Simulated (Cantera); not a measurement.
Charge: 1 mol N₂O, 0.44 mol O₂, 2.8 mol N₂, 0.14 mol H₂O, held at 2650 K and 0.230 bar.

Method: chemical equilibrium by Gibbs-energy minimisation in Cantera with the NASA 1993 tables (ideal gas, pure condensed phases). Candidate condensed phases: H₂O; 24 gas species. Kinetics and transport are ignored.

Q: What is the equilibrium state?

A: 
```
Quantity       Result
----------  ---------
x(N₂)           0.752
x(O₂)           0.162
x(NO)          0.0253
x(O)           0.0245
x(H₂O)         0.0188
x(OH)          0.0132
x(H)          0.00331
x(H₂)         0.00115
x(NO₂)        8.23e-6
gas amount  4.972 mol
```
